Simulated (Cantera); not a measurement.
# Ignition delay

Mixture: C3H8 : O2 : N2 = 1 : 7.25 : 27.2 (molar parts), equivalence ratio 0.69, at 2.90 bar, adiabatic and at constant pressure. Ignition delay is the time to a rise of 400 K.

Cantera simulation using GRI-Mech 3.0 (53 species, 325 reactions); the numbers are that mechanism's predictions, not measurements. GRI-Mech 3.0 was tuned for natural gas; its chemistry of propane as a main component is partial and can be far from experiment.

| T0 (K) | delay (ms) |
|---|---|
| 1050 | 78.1 |
| 1100 | 27.2 |
| 1150 | 9.58 |
| 1200 | 3.50 |
| 1250 | 1.35 |
| 1300 | 0.565 |
| 1350 | 0.256 |
| 1400 | 0.127 |
| 1450 | 0.0683 |
| 1500 | 0.0398 |

```
Property                                                 Value
--------------------------------------------------  ----------
apparent activation energy between 1400 and 1500 K  200 kJ/mol
```
